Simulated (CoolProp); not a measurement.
R114 along the isobar 1.95 MPa: density (kg/m³) from the reference equation and from simpler models built on Tc = 147.5 °C, pc = 3.352 MPa, ω = 0.252; each cubic takes its own stable root.

Computed with CoolProp (reference Helmholtz-energy equation of state, Platzer 1990). This equation is an older, rougher fit.

```json
[
 {"T (°C)": "131.85", "phase": "gas", "reference": "139.3"},
 {"T (°C)": "136.85", "phase": "gas", "reference": "134.2"},
 {"T (°C)": "141.85", "phase": "gas", "reference": "129.7"},
 {"T (°C)": "146.85", "phase": "gas", "reference": "125.7"},
 {"T (°C)": "151.85", "phase": "gas", "reference": "122.2"},
 {"T (°C)": "156.85", "phase": "gas", "reference": "118.9"},
 {"T (°C)": "161.75", "phase": "gas", "reference": "116.0"},
 {"T (°C)": "166.75", "phase": "gas", "reference": "113.3"},
 {"T (°C)": "171.75", "phase": "gas", "reference": "110.7"},
 {"T (°C)": "176.75", "phase": "gas", "reference": "108.3"},
 {"T (°C)": "181.75", "phase": "gas", "reference": "106.1"},
 {"T (°C)": "186.75", "phase": "gas", "reference": "104.0"},
 {"T (°C)": "191.65", "phase": "gas", "reference": "102.1"}
]
```

Q: How far does each simpler model (ideal gas, Soave-Redlich-Kwong, Peng-Robinson) lie from the reference over these 13 states: mean and median of the absolute difference, and the worst?

A: 
- ideal gas: mean 21.2 %, median 20.5 %, worst -28.9 % at 131.85 °C and 1.95 MPa
- Soave-Redlich-Kwong: mean 0.6 %, median 0.5 %, worst -1.3 % at 131.85 °C and 1.95 MPa
- Peng-Robinson: mean 1.9 %, median 1.9 %, worst +2.0 % at 151.85 °C and 1.95 MPa
